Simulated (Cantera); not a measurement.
# Premixed flame

A freely propagating, adiabatic, planar premixed flame of 32.2 % CO, 1.35 % H2, 14.0 % O2, 52.5 % N2, equivalence ratio 1.2, unburnt at 350 K and 7.60 bar; mixture-averaged transport, grid criteria slope 0.08 and curve 0.16, no radiation.

Detailed kinetics in Cantera: GRI-Mech 3.0 (53 species, 325 reactions). The hydrogen kinetics of GRI-Mech 3.0 are dated; newer H2 mechanisms differ, most at raised pressure. Burning velocities carry a grid error of a few per cent, more on coarse grids.

```tsv
z (mm)	T (K)	u (m/s)	x CO	x H2	x O2	x NO2	x NO	x H
-0.277	350	0.377	0.322	0.0134	0.140	<1e-8	<1e-8	<1e-8
-0.184	350	0.377	0.322	0.0131	0.140	<1e-8	<1e-8	<1e-8
-0.138	351	0.377	0.322	0.0126	0.140	<1e-8	<1e-8	<1e-8
-0.0922	361	0.388	0.322	0.0112	0.140	6.40e-8	1.04e-8	<1e-8
-0.0461	545	0.581	0.312	0.00734	0.134	1.55e-6	6.59e-7	3.01e-8
-0.0230	969	1.02	0.278	0.00462	0.114	8.76e-7	7.59e-6	0.000117
0	1465	1.49	0.219	0.00200	0.0796	1.68e-7	2.19e-5	0.00143
0.0230	1777	1.76	0.169	0.000962	0.0511	1.78e-7	4.27e-5	0.00270
0.0461	1952	1.90	0.142	0.000893	0.0370	1.97e-7	6.46e-5	0.00289
0.0922	2132	2.04	0.119	0.000906	0.0263	2.38e-7	0.000103	0.00215
0.184	2281	2.16	0.103	0.000803	0.0186	2.90e-7	0.000166	0.00121
0.369	2390	2.25	0.0899	0.000688	0.0123	3.07e-7	0.000267	0.000680
0.737	2463	2.30	0.0803	0.000604	0.00758	2.78e-7	0.000417	0.000406
```
x: mole fraction of selected species; z is measured from the peak of heat release.

* **laminar burning velocity**: 37.7 cm/s
* **thermal thickness**: 0.0922 mm
* **peak x(H)**: 0.00292
* **grid points**: 117
